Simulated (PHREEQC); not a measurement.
Solution (25 °C): 0.0079 mol CuSO4, 0.00039 mol H2SO4 and 0.053 mol H3BO3 per kg of water. Closed to the air; pH follows from the charge balance.

Equilibrium calculation in PHREEQC: ion-association model, wateq4f.dat.

```csv
quantity,before,after
pH,3.29,3.88
ionic strength (mol/kgw),0.0236,0.00567
SO4-2 (mol/kgw),0.00590,0.00143
HSO4- (mol/kgw),0.000193,1.45e-5
```

Problem. What was changed between the two runs?
A. CuSO4 replaced by K2SO4 at the same molality
B. diluted 5-fold with water
C. 0.00072 mol/kgw NaHCO3 added
D. H3BO3 left out

Solution. B, diluted 5-fold with water

This is a speciation only: nothing precipitates in the calculation.
